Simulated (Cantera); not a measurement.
A Cantera script and its output.

```python
import numpy as np
import cantera as ct

gas = ct.Solution("SiF4_NH3_mec.yaml", "gas")
gas.TPX = 1850, 11000, {'NH3': 1, 'N2': 1}
reactor = ct.IdealGasConstPressureReactor(gas, energy="off", clone=False)
net = ct.ReactorNet([reactor])
net.rtol, net.atol = 1e-08, 1e-18
show = ['NH3', 'H2', 'N', 'N2H2', 'NH']
times = np.geomspace(2e-06, 40, 10)

steps = ct.SolutionArray(gas, extra=["t"])
rows = []
print(f"{'t/s':>10s}{'T/K':>9s}{'P/Pa':>11s}" + "".join(f"{s:>11s}" for s in show))
for t in times:
    while net.time < t:
        t_next = net.step()
        steps.append(gas.state, t=t_next)
    rows.append([np.interp(t, steps.t, y) for y in (steps.T, steps.P, *steps(*show).X.T)])
    print(f"{t:10.3e}{rows[-1][0]:9.1f}{rows[-1][1]:11.4g}" + "".join(f"{x:11.3e}" for x in rows[-1][2:]))
rate = np.gradient(steps.T, steps.t)
print("integrator steps:", len(steps.t))
if steps.T.max() > steps.T[0] + 200:
    print(f"time of steepest temperature rise: {steps.t[rate.argmax()]:.4e} s")
gas.TPX = 1850, 11000, {'NH3': 1, 'N2': 1}
gas.equilibrate("TP")
print(f"equilibrium (TP): T = {gas.T:.1f} K  " + "  ".join(f"{s} {gas[s].X[0]:.3e}" for s in show))
```

Result:

```
       t/s      T/K       P/Pa        NH3         H2          N       N2H2         NH
 2.000e-06   1850.0    1.1e+04  5.000e-01  1.078e-07  1.245e-18  1.940e-14  4.007e-13
 1.295e-05   1850.0    1.1e+04  5.000e-01  1.177e-06  1.081e-15  7.516e-12  3.535e-11
 8.385e-05   1850.0    1.1e+04  5.000e-01  8.218e-06  5.011e-13  1.094e-09  2.652e-09
 5.429e-04   1850.0    1.1e+04  4.999e-01  5.591e-05  1.714e-10  7.112e-08  1.959e-07
 3.515e-03   1850.0    1.1e+04  4.988e-01  8.134e-04  4.030e-09  1.769e-06  2.297e-06
 2.276e-02   1850.0    1.1e+04  4.902e-01  9.421e-03  2.939e-08  2.139e-06  3.148e-06
 1.474e-01   1850.0    1.1e+04  4.383e-01  6.135e-02  1.430e-07  1.819e-06  4.311e-06
 9.541e-01   1850.0    1.1e+04  2.321e-01  2.676e-01  2.622e-07  7.634e-07  4.169e-06
 6.178e+00   1850.0    1.1e+04  1.506e-02  4.846e-01  2.499e-07  2.658e-08  1.553e-06
 4.000e+01   1850.0    1.1e+04  7.348e-05  4.991e-01  1.880e-08  7.033e-12  4.677e-08
integrator steps: 1720
equilibrium (TP): T = 1850.0 K  NH3 7.183e-07  H2 4.991e-01  N 1.846e-10  N2H2 2.951e-14  NH 4.585e-10
```

Model: the gas-phase N/H chemistry of the illustrative SiF4/NH3 mechanism in the Surface Chemkin manual (1991), integrated in Cantera. Walls and surfaces, which speed up NH3 decomposition in real reactors, are not modelled.
